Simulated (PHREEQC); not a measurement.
Synthetic water in mg/L, 25 °C, pH 4.04, pe 9.7:

```
constituent                mg/L
-----------------------  ------
Na                         8.17
K                          34.6
Ca                         26.2
Mg                         65.1
Cl                          105
S(6) as SO4                 243
O(0) (dissolved oxygen)  0.0273
Pb                        0.849
Cd                        0.263
```

Valence states are taken as typed.

Equilibrium calculation in PHREEQC: ion-association model, wateq4f.dat.

Each row changes one thing in this solution. Precipitation was switched off in this run.

| case | ionic strength (mol/kgw) | Mg+2 (mol/kgw) | SO4-2 (mol/kgw) | Ca+2 (mol/kgw) | MgSO4 (mol/kgw) | CaSO4 (mol/kgw) | SI of Anglesite (PbSO4) | SI of Gypsum (CaSO4:2H2O) |
|---|---|---|---|---|---|---|---|---|
| as made | 0.0117 | 0.00224 | 0.00197 | 0.000561 | 0.000440 | 9.32e-5 | -0.87 | -1.75 |
| all concentrations times 3 at the same typed pH | 0.0317 | 0.00603 | 0.00507 | 0.00154 | 0.00200 | 0.000427 | ? | -1.09 |
| S(6) from 243 to 729 mg/L | ? | 0.00176 | 0.00640 | 0.000454 | 0.000921 | 0.000200 | -0.63 | -1.42 |
| temperature from 25 to 30 °C at the same typed pH | ? | 0.00220 | ? | 0.000559 | 0.000479 | 9.50e-5 | -0.91 | -1.76 |

Q: Fill in the missing entries.

A: 
- all concentrations times 3 at the same typed pH, SI of Anglesite (PbSO4): -0.28
- S(6) from 243 to 729 mg/L, ionic strength (mol/kgw): 0.0194
- temperature from 25 to 30 °C at the same typed pH, ionic strength (mol/kgw): 0.0115
- temperature from 25 to 30 °C at the same typed pH, SO4-2 (mol/kgw): 0.00193
